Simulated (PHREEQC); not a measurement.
PHREEQC input (ion-association model, wateq4f.dat):

```
SOLUTION_MASTER_SPECIES
  An  An-  0  An  62.0  # stands for a non-complexing anion
SOLUTION_SPECIES
  An- = An-
    -log_k 0
    -gamma 3.0 0
  PO4-3 + 3H+ = H3PO4  # constants of phreeqc.dat
    -log_k 21.721
    -delta_h -10.1 kJ
PHASES
  Fix_H+
    H+ = H+
    -log_k 0
SOLUTION 1
  temp 25
  units mmol/kgw
  pH 7 charge
  P 0.52
  Na 6.39
  As(3) 0.87
  Cl 0.0102
  Ni 0.0051
  An 5
END
SELECTED_OUTPUT 1
  -reset false
  -pH true
  -pe true
  -ionic_strength true
  -water true
  -totals As Cl Na Ni P As(3) As(5)
  -molalities Hfo_wOH Hfo_wOH2+ Hfo_wO- Hfo_sOH Hfo_sOH2+ Hfo_sO- Hfo_wH2AsO3 Hfo_sONi+ Hfo_wONi+ Hfo_wH2PO4
    Hfo_wHPO4- Hfo_wPO4-2
  -saturation_indices Ni(OH)2 Ni3(PO4)2 Arsenolite Halite
USER_PUNCH 1
  -headings sigma psi
  10 PUNCH EDL("sigma", "Hfo"), EDL("psi", "Hfo")
PRINT
  -reset false
USE solution 1
SURFACE 1
  Hfo_wOH 0.000606742 600 0.27
  Hfo_sOH 1.51685e-05
EQUILIBRIUM_PHASES 1
  Fix_H+ -3 HAn 10
    -force_equality true
END
# ... the last block is repeated for the other 16 points of pH, with NaOH or the acid as the point needs
```

Selected output (columns that matter, 17 of 17 rows; pH added in front):

```
pH	mu	As	Ni	P	m_Hfo_wOH	m_Hfo_wOH2+	m_Hfo_wO-	m_Hfo_sOH	si_Ni(OH)2	si_Ni3(PO4)2	si_Arsenolite	si_Halite	sigma	psi
3	0.0075171	0.00083998	5.0999e-06	7.9552e-06	1.3879e-07	6.4548e-05	6.8366e-12	3.2545e-08	-10.251	-22.543	-4.7701	-8.8471	0.032146	0.095979
3.38	0.0068758	0.00083047	5.0999e-06	1.2888e-05	1.8485e-07	5.9923e-05	1.3063e-11	4.6646e-08	-9.4847	-20.52	-4.7799	-8.844	0.023385	0.082772
3.75	0.0066114	0.00081988	5.0997e-06	2.1882e-05	2.3737e-07	5.8278e-05	2.2149e-11	6.1531e-08	-8.742	-18.545	-4.791	-8.8427	0.016655	0.068025
4.12	0.0064968	0.00080593	5.0988e-06	3.6804e-05	3.0871e-07	5.9178e-05	3.6893e-11	7.8711e-08	-8.0009	-16.598	-4.8058	-8.8421	0.011431	0.052495
4.5	0.0064456	0.0007858	5.0933e-06	6.0113e-05	4.1612e-07	6.225e-05	6.3722e-11	1.0068e-07	-7.2409	-14.648	-4.8278	-8.8419	0.0072414	0.036386
4.88	0.0064231	0.00075758	5.0623e-06	9.292e-05	5.7631e-07	6.6675e-05	1.1412e-10	1.2966e-07	-6.4833	-12.758	-4.8596	-8.8417	0.0038534	0.020509
5.25	0.0064134	0.0007207	4.9021e-06	0.00013451	8.0462e-07	7.1155e-05	2.0844e-10	1.6741e-07	-5.7572	-11.004	-4.903	-8.8417	0.0010121	0.0055243
5.62	0.0064097	0.00067393	4.2116e-06	0.00018483	1.1302e-06	7.4381e-05	3.9343e-10	2.1383e-07	-5.0831	-9.4615	-4.9615	-8.8417	-0.0016114	-0.0087725
6	0.0064127	0.0006164	2.4735e-06	0.00024318	1.5991e-06	7.471e-05	7.8406e-10	2.6326e-07	-4.5543	-8.4352	-5.0394	-8.8417	-0.0042368	-0.02245
6.38	0.0064355	0.00055149	8.1497e-07	0.0003044	2.2472e-06	7.0357e-05	1.6443e-09	3.3802e-07	-4.2767	-8.2537	-5.137	-8.8418	-0.0068379	-0.034646
6.75	0.0064938	0.00048471	1.8433e-07	0.00036215	3.1006e-06	6.0465e-05	3.6423e-09	5.0206e-07	-4.183	-8.7332	-5.2512	-8.8422	-0.0092172	-0.044371
7.12	0.0065897	0.00042028	3.6638e-08	0.00041253	4.1979e-06	4.5327e-05	8.9065e-09	8.592e-07	-4.146	-9.5542	-5.3801	-8.8427	-0.011103	-0.051071
7.5	0.0066985	0.00036546	7.0883e-09	0.00045136	5.4925e-06	2.8031e-05	2.4655e-08	1.6533e-06	-4.1014	-10.575	-5.5137	-8.8433	-0.012144	-0.054298
7.88	0.0067821	0.00032837	1.5279e-09	0.00047638	6.7816e-06	1.4633e-05	7.1997e-08	3.1828e-06	-4.0108	-11.623	-5.6352	-8.8438	-0.01233	-0.054661
8.25	0.0068306	0.00030807	4.0891e-10	0.00049078	8.058e-06	7.3292e-06	2.0295e-07	5.2097e-06	-3.8492	-12.52	-5.753	-8.8441	-0.01228	-0.054354
8.62	0.0068555	0.00029889	1.3179e-10	0.00049868	9.814e-06	3.9331e-06	5.61e-07	6.9128e-06	-3.616	-13.254	-5.9102	-8.8442	-0.012558	-0.055186
9	0.0068672	0.00029785	4.9091e-11	0.00050274	1.3233e-05	2.4755e-06	1.6205e-06	7.6976e-06	-3.332	-13.901	-6.1682	-8.8443	-0.013487	-0.058092
```

Species that the database lacks are ignored. H3PO4, which wateq4f.dat lacks, is added to it with the constant of phreeqc.dat. The database has no phosphate complexes of Ni. The oxide is taken as insoluble; below pH 4 it would dissolve.
